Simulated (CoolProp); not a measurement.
A single-stage vapour-compression cycle with C3F8 (R218): evaporating at 219.15 K (dew point), condensing at 250.15 K (bubble point), superheat 8 K, subcooling 8 K, compressor efficiency 0.7, no pressure losses. Each further row changes one setting.

Values from CoolProp's reference Helmholtz-energy equation of state, Lemmon 2006. It is a short technical equation, of lower accuracy than the large ones.

| case | cooling COP | pressure ratio | discharge temperature (K) | refrigerating effect (kJ/kg) | volumetric capacity (kJ/m³) |
|---|---|---|---|---|---|
| as stated | 4.57 | 4.20 | 259.6 | 94.4 | 417 |
| evaporating temperature 224.15 K | 5.73 | 3.23 | ___ | 97.5 | ___ |
| condensing temperature 245.15 K | ___ | ___ | 254.9 | 99.3 | 439 |
| subcooling 13 K | 4.81 | 4.20 | 259.6 | 99.3 | 439 |
| superheat 18 K | 4.67 | 4.20 | 269.9 | ___ | 427 |
| compressor efficiency 0.6 | ___ | 4.20 | ___ | 94.4 | 417 |

Q: Complete the blanks.

A: 
- evaporating temperature 224.15 K, discharge temperature (K): 258.9
- evaporating temperature 224.15 K, volumetric capacity (kJ/m³): 552
- condensing temperature 245.15 K, cooling COP: 5.62
- condensing temperature 245.15 K, pressure ratio: 3.43
- superheat 18 K, refrigerating effect (kJ/kg): 101
- compressor efficiency 0.6, cooling COP: 3.92
- compressor efficiency 0.6, discharge temperature (K): 264.1
